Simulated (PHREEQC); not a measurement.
Make-up at 20 °C: 0.012 mol/kgw HCl, 0.00044 mol/kgw NiSO4 and 0.00061 mol/kgw MgSO4. Closed to the air; pH follows from the charge balance.

Equilibrium calculation in PHREEQC: ion-association model, wateq4f.dat.

```json
[
 {"quantity": "pH", "before": "1.98", "after": "1.97"},
 {"quantity": "ionic strength (mol/kgw)", "before": "0.0152", "after": "0.0139"},
 {"quantity": "SO4-2 (mol/kgw)", "before": "0.000613", "after": "0.000357"},
 {"quantity": "HSO4- (mol/kgw)", "before": "0.000391", "after": "0.000235"}
]
```

Problem. What was changed between the two runs?
A) NiSO4 left out
B) diluted 10-fold with water
C) 0.00034 mol/kgw CaCl2 added
D) temperature from 20 to 45 °C
E) diluted 2-fold with water

Solution. A, NiSO4 left out

No solid was allowed to form.
